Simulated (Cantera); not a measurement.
A freely propagating, adiabatic, planar premixed flame of H₂ : O₂ : N₂ : H₂O = 1 : 0.877 : 3.3 : 0.76 (molar parts), unburnt at 700 K and 500000 Pa; mixture-averaged transport, grid criteria slope 0.08 and curve 0.16, no radiation.

Detailed kinetics in Cantera: the H2/O2 subset of GRI-Mech 3.0, which has no nitrogen chemistry. The hydrogen kinetics of GRI-Mech 3.0 are dated; newer H2 mechanisms differ, most at raised pressure. Burning velocities carry a grid error of a few per cent, more on coarse grids. Lean hydrogen flames are cellular in practice and burn faster than this planar one.

### Question
What does this change do: H2 1 to 0.76 parts?

### Answer
| quantity | before | after |
|---|---|---|
| laminar burning velocity | 128 cm/s | 35.4 cm/s |
| thermal thickness | 0.0886 mm | 0.198 mm |
| peak x(H) | 0.00143 | 0.000173 |
| peak x(OH) | 0.00454 | 0.00126 |
| peak x(O) | 0.00136 | 0.000283 |

### Question
What does this change do: N2 3.3 to 2.5 parts?

### Answer
| quantity | before | after |
|---|---|---|
| laminar burning velocity | 128 cm/s | 221 cm/s |
| thermal thickness | 0.0886 mm | 0.0670 mm |
| peak x(H) | 0.00143 | 0.00288 |
| peak x(OH) | 0.00454 | 0.00818 |
| peak x(O) | 0.00136 | 0.00257 |

### Question
What does this change do: inlet temperature 700 to 600 K?

### Answer
| quantity | before | after |
|---|---|---|
| laminar burning velocity | 128 cm/s | 65.0 cm/s |
| thermal thickness | 0.0886 mm | 0.115 mm |
| peak x(H) | 0.00143 | 0.000765 |
| peak x(OH) | 0.00454 | 0.00311 |
| peak x(O) | 0.00136 | 0.000794 |
